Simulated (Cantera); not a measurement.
An isothermal, constant-pressure homogeneous reactor starts with CH4 : H2O = 1 : 1.1 (molar parts), at 1475 K and 101000 Pa. Integrator tolerance rtol = 1e-08.

Detailed kinetics in Cantera: GRI-Mech 3.0 (53 species, 325 reactions).

Task: What does this change do: temperature 1475 to 1875 K?

Result: 
```json
[
 {"quantity": "x(CH4) at 10.0 s", "before": "0.0989 (gas-phase equilibrium 2.66e-5)", "after": "5.26e-6 (gas-phase equilibrium 5.15e-7)"},
 {"quantity": "x(H2O) at 10.0 s", "before": "0.259 (gas-phase equilibrium 0.0216)", "after": "0.0226 (gas-phase equilibrium 0.0226)"},
 {"quantity": "x(C2H6) at 10.0 s", "before": "5.87e-5 (gas-phase equilibrium 2.97e-12)", "after": "<1e-12 (gas-phase equilibrium <1e-12)"},
 {"quantity": "x(C2H2) at 10.0 s", "before": "0.0605 (gas-phase equilibrium 1.41e-9)", "after": "3.40e-8 (gas-phase equilibrium 5.73e-10)"},
 {"quantity": "x(CH2O) at 10.0 s", "before": "1.89e-7 (gas-phase equilibrium 7.94e-8)", "after": "7.40e-8 (gas-phase equilibrium 7.40e-8)"}
]
```

Task: What does this change do: pressure from 101000 Pa to 16000 Pa?

Result: 
| quantity | before | after |
|---|---|---|
| x(CH4) at 10.0 s | 0.0989 (gas-phase equilibrium 2.66e-5) | 0.0655 (gas-phase equilibrium 6.65e-7) |
| x(H2O) at 10.0 s | 0.259 (gas-phase equilibrium 0.0216) | 0.317 (gas-phase equilibrium 0.0215) |
| x(C2H6) at 10.0 s | 5.87e-5 (gas-phase equilibrium 2.97e-12) | 1.38e-5 (gas-phase equilibrium <1e-12) |
| x(C2H2) at 10.0 s | 0.0605 (gas-phase equilibrium 1.41e-9) | 0.110 (gas-phase equilibrium 3.51e-11) |
| x(CH2O) at 10.0 s | 1.89e-7 (gas-phase equilibrium 7.94e-8) | 1.77e-7 (gas-phase equilibrium 1.25e-8) |
